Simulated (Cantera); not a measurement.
A Cantera script and what it prints.

```python
import numpy as np
import cantera as ct

gas_names = """
    Fe FeO Fe(OH)2 H HO2 H2 H2O H2O2 H2S H2SO4 O OH O2 O3 S SH SO SO2 SO3 S2 S2O S8
""".split()
cond_names = """
    Fe(a) Fe(c) Fe(d) Fe(L) FeO(s) FeO(L) Fe(OH)2(s) Fe(OH)3(s) FeS(a) FeS(b) FeS(c) FeS(L) FeSO4(s)
    FeS2(s) Fe2O3(s) Fe2S3O12(s) Fe3O4(s) H2O(s) H2O(L) H2SO4(L) S(cr1) S(cr2) S(L)
""".split()


def load(file, names, dense=False):
    # The tables refer to 1 bar. Condensed volumes are neglected.
    table = {s.name: s for s in ct.Species.list_from_file(file)}
    out = []
    for n in names:
        d = dict(table[n].input_data)
        d["thermo"] = dict(d["thermo"], **{"reference-pressure": 1e5})
        if dense:
            d["equation-of-state"] = {"model": "constant-volume", "density": "1e6 g/cm^3"}
        out.append(ct.Species.from_dict(d))
    return out


gas = ct.Solution(thermo="ideal-gas", species=load("nasa_gas.yaml", gas_names))
cond = {s.name: ct.Solution(thermo="fixed-stoichiometry", species=[s], name=s.name)
        for s in load("nasa_condensed.yaml", cond_names, dense=True)}
atoms = {
    'FeS2': {'Fe': 1, 'S': 2},
    'O2': {'O': 2},
    'H2O': {'H': 2, 'O': 1},
    'SO2': {'S': 1, 'O': 2},
}
top_T = {'FeSO4(s)': 950, 'FeS2(s)': 1010, 'Fe2O3(s)': 1830, 'Fe2S3O12(s)': 1100, 'Fe3O4(s)': 1870}  # K; cautious upper limits of use, not melting points


def equilibrate(T, P, feed):
    n = {}
    for name, mol in feed.items():
        for a, k in atoms[name].items():
            n[a] = n.get(a, 0.0) + k * mol
    gas.TPX = T, P, n
    mass = sum(n.values()) * gas.mean_molecular_weight
    gas.equilibrate("TP")
    valid = [c for c in cond.values() if c.min_temp <= T <= top_T.get(c.name, c.max_temp)]
    mix = ct.Mixture([(gas, mass / gas.mean_molecular_weight)] + [(c, 0.0) for c in valid])
    mix.T, mix.P = T, P
    mix.equilibrate("TP", solver="vcs", rtol=1e-11, max_steps=5000)
    return mix


results = []
feed = {'FeS2': 1, 'O2': 0.26, 'H2O': 3.9, 'SO2': 2.8}  # mol
P = 590000  # Pa
for T in [748, 798, 848, 898, 948, 998, 1048, 1098]:
    mix = equilibrate(T, P, feed)
    results.append((T, P, feed, dict(zip(mix.species_names, mix.species_moles))))

top = {s: max(r[3][s] / sum(r[3][g] for g in gas_names) for r in results) for s in gas_names}
cols = sorted((s for s in top if top[s] > 1e-06), key=lambda s: -top[s])[:5]
seen = [c for c in cond_names if any(r[3].get(c, 0) > 1e-12 for r in results)]
print("log10 of partial pressures in bar; condensed amounts in mol")
print(f"{'T/K':>10s}" + "".join(f"{s[:9]:>10s}" for s in cols + seen))
for T, P, feed, n in results:
    ng = sum(n[g] for g in gas_names)
    print(f"{T:10.4g}" + "".join(f"{np.log10(max(n[s] / ng * P / 1e5, 1e-99)):10.3f}" for s in cols)
          + "".join(f"{n.get(c, 0):10.4g}" for c in seen))
```

It prints:

```
log10 of partial pressures in bar; condensed amounts in mol
       T/K       H2O       SO2       H2S        S2       S2O    FeS(c)   FeS2(s)  Fe3O4(s)
       748     0.522     0.409    -2.063    -3.204    -3.364         0     0.896   0.03468
       798     0.521     0.408    -1.744    -2.639    -2.958         0    0.8879   0.03738
       848     0.518     0.408    -1.462    -2.139    -2.598         0    0.8716   0.04279
       898     0.514     0.406    -1.211    -1.693    -2.278         0    0.8405   0.05318
       948     0.490     0.413    -0.878    -1.117    -1.855    0.7121    0.2879         0
       998     0.474     0.409    -0.742    -0.833    -1.654         1         0         0
      1048     0.476     0.408    -0.776    -0.806    -1.644         1         0         0
      1098     0.477     0.407    -0.810    -0.784    -1.637         1         0         0
```

Method: chemical equilibrium by Gibbs-energy minimisation in Cantera with the NASA 1993 tables (ideal gas, pure condensed phases). FeS: taken at fixed stoichiometry. Gases not in the tables: S3 to S7.
